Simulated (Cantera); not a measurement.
A perfectly stirred reactor is fed with CH4 : O2 : N2 = 1 : 2.6 : 9.77 (molar parts), equivalence ratio 0.77, at 7500 Torr; it is adiabatic with a 400 K inlet, and is followed from long to short residence time, starting on the burning branch (τ in s: 0.28, 0.068, 0.017, 0.004, 0.00099, 0.00024, 5.8e-05, 1.4e-05, 3.5e-06).

Detailed kinetics in Cantera: GRI-Mech 3.0 (53 species, 325 reactions).

Problem. Predict: blow-out, bracketed by the residence times tried; x(CH4) at τ = 0.280 s; x(O2) at τ = 0.280 s; x(H2O) at τ = 0.280 s; x(O) at τ = 0.280 s; x(CH4) at τ = 0.990 ms; x(O2) at τ = 0.990 ms; x(H2O) at τ = 0.990 ms; x(O) at τ = 0.990 ms.

Solution. 
- blow-out, bracketed by the residence times tried: burning at 58.0 µs, out at 14.0 µs
- x(CH4) at τ = 0.280 s: 5.33e-7
- x(O2) at τ = 0.280 s: 0.0442
- x(H2O) at τ = 0.280 s: 0.149
- x(O) at τ = 0.280 s: 5.78e-5
- x(CH4) at τ = 0.990 ms: 7.12e-5
- x(O2) at τ = 0.990 ms: 0.0457
- x(H2O) at τ = 0.990 ms: 0.148
- x(O) at τ = 0.990 ms: 0.000206
